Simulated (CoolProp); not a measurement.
Vapour-liquid equilibrium of R125 (1) + ethanol (2) at 307.2 K; x and y are mole fractions of (1).

Computed with CoolProp (multi-fluid Helmholtz-energy mixture model, Lemmon 2005 and Schroeder 2014; pair parameters Bell 2016).

**Question.** Give the bubble pressure and the first vapour's composition at x = 0.575, 0.725, 0.875. Is there an azeotrope?

**Answer.** x = 0.575: 12.26 bar, y = 0.989; x = 0.725: 13.43 bar, y = 0.990; x = 0.875: 15.02 bar, y = 0.994. No azeotrope shows between x = 0.05 and 0.95.

The pair parameters rest on a limited set of measurements; away from them the model extrapolates. The gap from Raoult's law changes sign with composition, which may be real or a fault of the pair parameters; it wasn't checked against measurements. With so large a gap from Raoult's law the liquid may split in two, which this calculation doesn't test in full.
